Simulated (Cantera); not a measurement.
**Diamond growth**

A diamond (100) surface in a fixed gas of H2 with x(CH4) = 0.014, x(H) = 0.0027, at 1225 K, 1100 Pa; coverages are run to steady state.

Detailed kinetics in Cantera: the Harris–Goodwin 1993 mechanism for the reconstructed diamond (100) surface.

```
x(CH3)   growth (µm/h)  θ c6HH  θ c6H*  θ c6*H  θ c6**    θ c6HM
-------  -------------  ------  ------  ------  ------  --------
1e-06          0.00118   0.433  0.0407   0.496  0.0304   2.31e-6
2.6e-06        0.00306   0.433  0.0407   0.496  0.0304   6.00e-6
6.7e-06        0.00788   0.433  0.0407   0.496  0.0304   1.55e-5
1.7e-05         0.0200   0.433  0.0407   0.496  0.0304   3.92e-5
4.4e-05         0.0516   0.433  0.0407   0.496  0.0303  0.000101
0.00011          0.128   0.432  0.0406   0.496  0.0302  0.000253
0.0003           0.345   0.432  0.0406   0.495  0.0297  0.000685
0.00077          0.858   0.431  0.0405   0.494  0.0286   0.00173
0.002             2.06   0.429  0.0402   0.490  0.0260   0.00433
```
θ: site fractions in the mechanism's names (c6HH fully hydrogenated, c6H* and c6*H radical sites, c6** diradical, c6HM methylated).
